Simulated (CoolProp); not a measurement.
The fluid at 293.15 K and 0.18 MPa flows at 0.26 m/s in a round tube of 20 mm bore and 1.5 µm roughness, fully developed (64/Re and Nu = 3.66 if laminar; Colebrook and Gnielinski if turbulent). The same conditions are run with several fluids, on thermodynamics alone (safety and materials aside).

Computed with CoolProp (reference Helmholtz-energy equation of state of each fluid (dry air: Lemmon 2000; ammonia: Gao 2020; carbon dioxide: Span 1996)). Blends and air are pseudo-pure fits.

```csv
fluid,Reynolds number,Darcy friction factor,pressure drop (Pa/m),heat-transfer coefficient (W/(m² K)),mass flow (kg/h)
dry air,611,0.105,0.379,4.74,0.629
ammonia,675,0.0948,0.206,4.50,0.377
carbon dioxide,1160,0.0551,0.305,2.98,0.965
```

Transport values come from each fluid's own correlations.
